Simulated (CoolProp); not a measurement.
Ethane at several states: fugacity coefficient from the reference equation and from simpler models built on Tc = 305.3 K, pc = 4.872 MPa, ω = 0.099; each cubic takes its own stable root.

The numbers come from the reference Helmholtz-energy equation of state, Bücker 2006 in CoolProp.

| T (K) | p (MPa) | phase | reference |
|---|---|---|---|
| 241.6 | 0.0624 | gas | 0.9912 |
| 154.5 | 0.217 | liquid | 0.06456 |
| 437.7 | 11.3 | supercritical | 0.7960 |
| 511.1 | 6.9 | supercritical | 0.9284 |

### Question
How far does each simpler model (van der Waals, Soave-Redlich-Kwong, Peng-Robinson) lie from the reference over these 4 states: mean and median of the absolute difference, and the worst?

### Answer
- van der Waals: mean 229.1 %, median 4.3 %, worst +907.7 % at 154.5 K and 0.217 MPa
- Soave-Redlich-Kwong: mean 1.7 %, median 1.5 %, worst -3.7 % at 154.5 K and 0.217 MPa
- Peng-Robinson: mean 1.9 %, median 2.3 %, worst -3.1 % at 437.7 K and 11.3 MPa
